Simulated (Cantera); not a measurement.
An isothermal, constant-pressure homogeneous reactor starts with C2H6 : N2 = 1 : 8 (molar parts), at 1398 K and 120 Torr.

Computed with Cantera and GRI-Mech 3.0 (53 species, 325 reactions). GRI-Mech 3.0 stops at C3 and has no aromatics, soot or wall deposition, so with more carbon than oxygen in the feed, carbon stays in small species such as C2H2 where larger ones or solid carbon would form.

x: mole fraction; the columns are a selection and need not sum to one.

```json
[
 {"t (s)": "2.00e-5", "x C2H6": "0.111", "x H2": "6.39e-6", "x CH4": "1.24e-5", "x CH2": "4.21e-9", "x CH3": "0.000186", "x C2H": "<1e-12"},
 {"t (s)": "8.43e-5", "x C2H6": "0.110", "x H2": "0.000414", "x CH4": "0.000187", "x CH2": "1.08e-7", "x CH3": "0.000615", "x C2H": "<1e-12"},
 {"t (s)": "0.000356", "x C2H6": "0.0991", "x H2": "0.00785", "x CH4": "0.00212", "x CH2": "4.86e-7", "x CH3": "0.00130", "x C2H": "3.33e-10"},
 {"t (s)": "0.00150", "x C2H6": "0.0559", "x H2": "0.0396", "x CH4": "0.0120", "x CH2": "4.22e-7", "x CH3": "0.00106", "x C2H": "2.87e-9"},
 {"t (s)": "0.00632", "x C2H6": "(withheld)", "x H2": "(withheld)", "x CH4": "0.0277", "x CH2": "(withheld)", "x CH3": "(withheld)", "x C2H": "(withheld)"},
 {"t (s)": "0.0267", "x C2H6": "0.000105", "x H2": "0.113", "x CH4": "0.0285", "x CH2": "2.44e-9", "x CH3": "4.38e-5", "x C2H": "3.40e-9"},
 {"t (s)": "0.112", "x C2H6": "9.48e-6", "x H2": "0.127", "x CH4": "0.0281", "x CH2": "2.85e-10", "x CH3": "1.48e-5", "x C2H": "1.51e-9"},
 {"t (s)": "0.474", "x C2H6": "(withheld)", "x H2": "0.141", "x CH4": "0.0276", "x CH2": "2.17e-10", "x CH3": "1.29e-5", "x C2H": "1.67e-9"},
 {"t (s)": "2.00", "x C2H6": "3.80e-6", "x H2": "0.145", "x CH4": "0.0270", "x CH2": "2.02e-10", "x CH3": "1.24e-5", "x C2H": "1.71e-9"}
]
```

**Question.** Some entries are withheld; supply them.

**Answer.** 
- 0.00632, x C2H6: 0.00454
- 0.00632, x H2: 0.0900
- 0.00632, x CH2: 8.19e-8
- 0.00632, x CH3: 0.000288
- 0.00632, x C2H: 1.00e-8
- 0.474, x C2H6: 4.88e-6
